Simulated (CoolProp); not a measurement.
A Linde-Hampson liquefier for dry air: isothermal reversible compression at 200 K from 1 atm to 5 MPa, throttling to 1 atm, return gas leaving the recuperator 2 K below the feed. Each further row changes one setting.

Model: reference Helmholtz-energy equation of state, Lemmon 2000, in CoolProp. It is a pseudo-pure fit of the blend.

```
case                        liquid yield per pass  compression work (kJ/kg of gas)
--------------------------  ---------------------  -------------------------------
as stated                                   0.072                              217
high pressure 10 MPa                        0.151                              251
warm-end temperature 230 K                  0.047                              253
warm-end gap 7 K                            0.057                              217
```
